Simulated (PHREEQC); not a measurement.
1 kg of water meets 20 L of dry gas (N2 0.76, O2 0.24 by moles) at fixed total pressure, at 10 °C; fugacities by Peng-Robinson. The gases take part in no redox reaction, some water evaporates into the gas, and hydrates or a liquid gas phase aren't modelled. Nothing may precipitate in this run.

All values are PHREEQC results (ion-association model, phreeqc.dat), not measurements.

```
P (atm)  dissolved N2 (mol/kgw)  φ of N2  p of N2 (atm)  dissolved O2 (mol/kgw)  φ of O2
-------  ----------------------  -------  -------------  ----------------------  -------
2                       0.00128    0.999           1.51                0.000814    0.998
5                       0.00320    0.997           3.79                 0.00203    0.994
10                      0.00636    0.994           7.59                 0.00402    0.989
20                       0.0125    0.988           15.2                 0.00785    0.978
30                       0.0184    0.983           22.8                  0.0115    0.968
40                       0.0241    0.978           30.4                  0.0150    0.958
50                       0.0296    0.974           38.0                  0.0183    0.948
75                       0.0427    0.965           57.0                  0.0261    0.926
100                      0.0548    0.958           76.0                  0.0330    0.907
150                      0.0766    0.951            114                  0.0449    0.875
200                      0.0959    0.952            152                  0.0548    0.852
```

At this temperature some constants are extrapolated from 25 °C, and those without enthalpy data are left unchanged.
